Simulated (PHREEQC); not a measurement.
Consider water at 25 °C with 0.82 mol/kgw HNO3, 0.0066 mol/kgw K2SO4 and 5.7e-05 mol/kgw CO2. Closed to the air; pH follows from the charge balance.

Model: ion-association model, phreeqc.dat, run in PHREEQC.

Each row changes one thing in this solution. This is a speciation only: nothing precipitates in the calculation.

```tsv
case	pH	HCO3- (mol/kgw)
as made	0.21	7.36e-11
CO2 from 5.7e-05 to 5.13e-05 mol/kgw	0.21	6.63e-11
diluted 100-fold with water	?	?
K2SO4 from 0.0066 to 0.00066 mol/kgw	0.21	7.30e-11
CO2 from 5.7e-05 to 1.14e-05 mol/kgw	0.21	?
diluted 5-fold with water	?	5.27e-11
diluted 2-fold with water	0.50	6.24e-11
K2SO4 left out	0.21	7.29e-11
```

Question: Complete the blanks.

Answer: 
- diluted 100-fold with water, pH: 2.12
- diluted 100-fold with water, HCO3- (mol/kgw): 3.71e-11
- CO2 from 5.7e-05 to 1.14e-05 mol/kgw, HCO3- (mol/kgw): 1.47e-11
- diluted 5-fold with water, pH: 0.88

The ionic strength passes 0.7 mol/kgw, the rough limit of the ion-association models, in as made; CO2 from 5.7e-05 to 5.13e-05 mol/kgw; K2SO4 from 0.0066 to 0.00066 mol/kgw; CO2 from 5.7e-05 to 1.14e-05 mol/kgw; K2SO4 left out.
